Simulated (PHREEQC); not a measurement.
Dissolve 62 mmol/kgw NaH2PO4 and 0.071 mmol/kgw HNO3 at 64 °C. It is in equilibrium with CO2 at log p = 0 (atm). Otherwise closed; pH follows from the charge balance.

The numbers come from PHREEQC with the ion-association model, phreeqc.dat.

Task: The ionic strength comes out as 0.0622 mol/kgw. What activity coefficients do NO3-, HPO4-2, HCO3-, H2PO4-, Na+ get?

Result: NO3- 0.78, HPO4-2 0.41, HCO3- 0.80, H2PO4- 0.80, Na+ 0.80.

Precipitation was switched off in this run. At this temperature some constants are extrapolated from 25 °C, and those without enthalpy data are left unchanged.
